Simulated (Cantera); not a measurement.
# Ignition delay

Mixture: 20.4 % CH4, 16.7 % O2, 62.9 % N2, at 7500 Torr, adiabatic and at constant volume. Ignition delay is the time to a rise of 400 K.

Detailed kinetics in Cantera: GRI-Mech 3.0 (53 species, 325 reactions).

```tsv
T0 (K)	delay (ms)
1050	56.3
1150	13.8
1250	3.93
1350	1.25
1450	0.432
1550	0.159
1650	0.0629
```

```
Item                                                     Value
--------------------------------------------------  ----------
apparent activation energy between 1450 and 1650 K  190 kJ/mol
```
